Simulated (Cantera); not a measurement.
A perfectly stirred reactor is fed with 4.84 % CH4, 5.80 % C2H6, 18.8 % O2, 70.6 % N2, at 1.00 bar; it is adiabatic with a 723 K inlet, and is followed from long to short residence time, starting on the burning branch (τ in s: 0.035, 0.019, 0.01, 0.0057, 0.0032, 0.0017, 0.00095, 0.00052, 0.00029, 0.00016, 8.6e-05, 4.7e-05, 2.6e-05).

Model: GRI-Mech 3.0 (53 species, 325 reactions), integrated in Cantera.

x: mole fraction; the columns are a selection and need not sum to one.

```json
[
 {"τ (s)": "0.035", "T (K)": "2165", "x CH4": "9.65e-5", "x C2H6": "8.60e-7", "x O2": "0.000105", "x H": "…", "x CH2CO": "6.85e-7"},
 {"τ (s)": "0.019", "T (K)": "2161", "x CH4": "0.000131", "x C2H6": "1.51e-6", "x O2": "0.000168", "x H": "…", "x CH2CO": "1.09e-6"},
 {"τ (s)": "0.010", "T (K)": "2157", "x CH4": "0.000185", "x C2H6": "2.73e-6", "x O2": "0.000277", "x H": "…", "x CH2CO": "1.81e-6"},
 {"τ (s)": "0.0057", "T (K)": "2153", "x CH4": "0.000257", "x C2H6": "4.63e-6", "x O2": "0.000436", "x H": "0.00421", "x CH2CO": "2.89e-6"},
 {"τ (s)": "0.0032", "T (K)": "2148", "x CH4": "0.000368", "x C2H6": "8.05e-6", "x O2": "0.000705", "x H": "0.00451", "x CH2CO": "4.80e-6"},
 {"τ (s)": "0.0017", "T (K)": "2140", "x CH4": "0.000553", "x C2H6": "1.50e-5", "x O2": "0.00121", "x H": "0.00478", "x CH2CO": "8.58e-6"},
 {"τ (s)": "0.00095", "T (K)": "2130", "x CH4": "0.000809", "x C2H6": "2.69e-5", "x O2": "0.00202", "x H": "0.00497", "x CH2CO": "1.48e-5"},
 {"τ (s)": "0.00052", "T (K)": "2113", "x CH4": "0.00121", "x C2H6": "5.11e-5", "x O2": "0.00348", "x H": "0.00508", "x CH2CO": "2.65e-5"},
 {"τ (s)": "0.00029", "T (K)": "2084", "x CH4": "0.00186", "x C2H6": "0.000101", "x O2": "0.00613", "x H": "0.00500", "x CH2CO": "4.85e-5"},
 {"τ (s)": "0.00016", "T (K)": "2021", "x CH4": "0.00333", "x C2H6": "0.000244", "x O2": "0.0123", "x H": "…", "x CH2CO": "0.000110"},
 {"τ (s)": "8.6e-5", "T (K)": "723", "x CH4": "0.0484", "x C2H6": "0.0580", "x O2": "0.188", "x H": "<1e-12", "x CH2CO": "<1e-12"},
 {"τ (s)": "4.7e-5", "T (K)": "723", "x CH4": "0.0484", "x C2H6": "0.0580", "x O2": "0.188", "x H": "<1e-12", "x CH2CO": "<1e-12"},
 {"τ (s)": "2.6e-5", "T (K)": "723", "x CH4": "0.0484", "x C2H6": "0.0580", "x O2": "0.188", "x H": "<1e-12", "x CH2CO": "<1e-12"}
]
```

Problem. What belongs in the gaps?

Solution. 
- 0.035, x H: 0.00306
- 0.019, x H: 0.00346
- 0.010, x H: 0.00387
- 0.00016, x H: 0.00437
